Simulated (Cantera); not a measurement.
An isothermal plug-flow reactor at 875 K and 1.00 bar (inlet), inlet velocity 1.5 m/s, active area per volume 9400 1/m; feed 0.104 % CH4, 2.47 % O2, 97.4 % N2, equivalence ratio 0.084.

Computed with Cantera and Deutschmann's 1995 Pt surface mechanism with GRI-Mech 3.0 gas chemistry. Catalytic surfaces can have several steady states; this one follows from the mechanism file's or the stated starting coverage. Mass transfer to the wall is taken as infinitely fast.

x: gas mole fraction; θ: surface coverage.

| z (m) | x CH4 | x O2 | x H2O | x CO2 | x CO | θ free Pt | θ O* | θ OH* |
|---|---|---|---|---|---|---|---|---|
| 0.0003 | 0.000989 | 0.0246 | 9.46e-5 | 4.70e-5 | 2.85e-7 | 0.130 | 0.869 | 0.000248 |
| 0.00051 | 0.000957 | 0.0245 | (withheld) | (withheld) | 2.76e-7 | 0.130 | 0.869 | (withheld) |
| 0.00085 | 0.000907 | 0.0244 | 0.000257 | 0.000128 | 2.62e-7 | 0.130 | 0.869 | 0.000403 |
| 0.0014 | 0.000833 | 0.0243 | 0.000407 | 0.000203 | 2.40e-7 | 0.131 | 0.869 | 0.000505 |
| 0.0024 | 0.000712 | 0.0240 | 0.000649 | 0.000324 | 2.05e-7 | 0.131 | 0.868 | 0.000637 |
| 0.0039 | 0.000561 | 0.0237 | 0.000949 | 0.000474 | 1.62e-7 | 0.131 | 0.868 | 0.000770 |
| 0.0065 | 0.000371 | 0.0233 | 0.00133 | 0.000665 | 1.08e-7 | 0.132 | 0.867 | 0.000912 |
| 0.011 | 0.000180 | 0.0230 | 0.00171 | 0.000856 | 5.23e-8 | 0.132 | 0.867 | 0.00104 |
| 0.018 | (withheld) | 0.0227 | 0.00196 | 0.000978 | (withheld) | 0.132 | 0.866 | 0.00111 |
| 0.03 | 8.30e-6 | 0.0226 | 0.00206 | 0.00103 | 2.41e-9 | 0.133 | 0.866 | 0.00114 |

Task: What belongs in the gaps?

Result: 
- 0.00051, x H2O: 0.000158
- 0.00051, x CO2: 7.89e-5
- 0.00051, θ OH*: 0.000318
- 0.018, x CH4: 5.81e-5
- 0.018, x CO: 1.69e-8
